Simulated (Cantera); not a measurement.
A freely propagating, adiabatic, planar premixed flame of H₂ : O₂ : N₂ = 1 : 0.562 : 2.11 (molar parts), equivalence ratio 0.89, unburnt at 500 K and 0.900 bar; mixture-averaged transport, grid criteria slope 0.08 and curve 0.16, no radiation.

Model: the H2/O2 subset of GRI-Mech 3.0, which has no nitrogen chemistry, integrated in Cantera. Burning velocities carry a grid error of a few per cent, more on coarse grids.

**Question.** Predict: laminar burning velocity; thermal thickness; peak x(O); peak x(HO₂); peak x(OH).

**Answer.** 
| Quantity | Result |
|---|---|
| laminar burning velocity | 481 cm/s |
| thermal thickness | 0.493 mm |
| peak x(O) | 0.0131 |
| peak x(HO₂) | 0.000349 |
| peak x(OH) | 0.0173 |
